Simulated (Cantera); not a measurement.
Feed: 1 mol CH3Cl, 0.18 mol F2, held at 1075 °C and 1.00 Torr.

Equilibrium computed with Cantera from the NASA thermochemical tables; the gas is ideal and each condensed phase is pure. Candidate condensed phases: C, C6H6, C7H8, C8H18; 118 gas species. Kinetics and transport are ignored.

Base state: HCl 0.459, H2 0.376, HF 0.165, Cl 3.96e-5, H 3.89e-5 (mole fractions); condensed: C(graphite).

**Question.** What changes in the equilibrium state with this change: temperature from 1075 °C to 2977 °C?

**Answer.** 
```json
[
 {"species": "H", "before": "3.89e-5", "after": "0.584"},
 {"species": "Cl", "before": "3.96e-5", "after": "0.207"},
 {"species": "C", "before": "<1e-9", "after": "0.0779"},
 {"species": "HCl", "before": "0.459", "after": "0.00233"},
 {"species": "H2", "before": "0.376", "after": "0.00441"},
 {"species": "F", "before": "<1e-9", "after": "0.0409"},
 {"species": "C3", "before": "<1e-9", "after": "0.0324"},
 {"species": "C2", "before": "<1e-9", "after": "0.0151"},
 {"species": "HF", "before": "0.165", "after": "0.0328"},
 {"species": "CF", "before": "<1e-9", "after": "0.00174"},
 {"species": "C2H", "before": "<1e-9", "after": "0.000883"},
 {"species": "C5", "before": "<1e-9", "after": "6.24e-5"},
 {"species": "CH", "before": "<1e-9", "after": "5.81e-5"},
 {"species": "C(graphite), mol", "before": "1.000", "after": "0"}
]
```
The tables' values for CCl are old estimates; treat these amounts as uncertain.

**Question.** What changes in the equilibrium state with this change: temperature from 1075 °C to 2050 °C?

**Answer.** 
```json
[
 {"species": "H2", "before": "0.376", "after": "0.298"},
 {"species": "HCl", "before": "0.459", "after": "0.284"},
 {"species": "H", "before": "3.89e-5", "after": "0.163"},
 {"species": "Cl", "before": "3.96e-5", "after": "0.112"},
 {"species": "HF", "before": "0.165", "after": "0.142"},
 {"species": "F", "before": "<1e-9", "after": "9.91e-5"},
 {"species": "C2H", "before": "<1e-9", "after": "3.77e-5"},
 {"species": "C3", "before": "<1e-9", "after": "1.91e-5"},
 {"species": "C(graphite), mol", "before": "1.000", "after": "0.992"}
]
```
